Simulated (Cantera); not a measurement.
A perfectly stirred reactor is fed with 0.574 % CH4, 5.27 % O2, 94.2 % N2, at 7500 Torr; it is held at 1225 K, and followed from long to short residence time.

Computed with Cantera and GRI-Mech 3.0 (53 species, 325 reactions).

### Question
Predict: x(CH4) at τ = 30.0 s; x(O2) at τ = 30.0 s; x(CO2) at τ = 30.0 s; x(H2O) at τ = 30.0 s; x(CH2CO) at τ = 30.0 s; x(CH4) at τ = 85.0 ms; x(O2) at τ = 85.0 ms; x(CO2) at τ = 85.0 ms; x(H2O) at τ = 85.0 ms; x(CH2CO) at τ = 85.0 ms.

### Answer
* **x(CH4) at τ = 30.0 s**: 2.59e-6
* **x(O2) at τ = 30.0 s**: 0.0413
* **x(CO2) at τ = 30.0 s**: 0.00572
* **x(H2O) at τ = 30.0 s**: 0.0115
* **x(CH2CO) at τ = 30.0 s**: 4.66e-9
* **x(CH4) at τ = 85.0 ms**: 0.000190
* **x(O2) at τ = 85.0 ms**: 0.0422
* **x(CO2) at τ = 85.0 ms**: 0.00438
* **x(H2O) at τ = 85.0 ms**: 0.0110
* **x(CH2CO) at τ = 85.0 ms**: 1.66e-6
